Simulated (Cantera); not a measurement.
## Oxide etching and cleaning by halides: Fe2O3 + Cl2 + O2

Feed: 1 mol Fe2O3, 3.2 mol Cl2, 0.16 mol O2, equilibrated at 0.140 bar.

Cantera equilibrium calculation (NASA polynomials, part measured and part estimated; ideal gas, pure solids and liquids). Candidate condensed phases: Fe, FeCl2, FeCl3, FeO, Fe2O3, Fe3O4; 13 gas species. Condensed phases not in the tables: FeOCl. Rates play no part.

```csv
T (K),x Cl2,x O2,x FeCl3,x FeCl2,x Cl,x Fe2Cl6,n Fe2O3(s)
675,0.952,0.0476,8.78e-6,1.40e-10,7.88e-7,6.70e-8,1.000
750,0.952,0.0477,0.000134,1.55e-8,7.07e-6,1.27e-6,1.000
825,0.950,0.0485,0.00120,6.97e-7,4.28e-5,1.33e-5,0.998
900,0.940,0.0528,0.00679,1.52e-5,0.000192,7.89e-5,0.988
975,0.908,0.0662,0.0246,0.000175,0.000674,0.000253,0.957
1050,0.842,0.0938,0.0606,0.00118,0.00194,0.000464,0.893
1125,0.740,0.136,0.113,0.00547,0.00472,0.000579,0.792
1200,0.611,0.188,0.171,0.0191,0.00987,0.000544,0.657
1275,0.468,0.245,0.216,0.0525,0.0181,0.000397,0.496
1350,0.328,0.298,0.226,0.117,0.0292,0.000220,0.311
1425,0.207,0.343,0.195,0.213,0.0418,8.86e-5,0.109
```
x: gas mole fraction; n: condensed amount in mol.

From 675 K to 1425 K the condensed part is Fe2O3(s). The main Fe-bearing gas is FeCl3 at 675 K and FeCl2 at 1425 K.
